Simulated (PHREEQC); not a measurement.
## Arsenic or selenium liquor

A solution holds 0.014 mol/kgw H2SeO4 and 0.00013 mol/kgw H3PO4, at 25 °C. Closed to the air; pH follows from the charge balance.

All values are PHREEQC results (ion-association model, wateq4f.dat), not measurements.

The pH is 1.70 and the ionic strength is 0.0320 mol/kgw. The total alkalinity comes out as -28.1 meq/kg.

| species | molality | activity | log γ |
|---|---|---|---|
| H+ | 0.0230 | 0.0201 | -0.060 |
| SeO4-2 | 0.00900 | 0.00461 | -0.290 |
| HSeO4- | 0.00500 | 0.00423 | -0.073 |
| H3PO4 | 9.29e-5 | 9.36e-5 | 0.003 |
| H2PO4- | 3.71e-5 | 3.16e-5 | -0.069 |

This is a speciation only: nothing precipitates in the calculation. Species that the database lacks are ignored. H3PO4, which wateq4f.dat lacks, is added to it with the constant of phreeqc.dat.
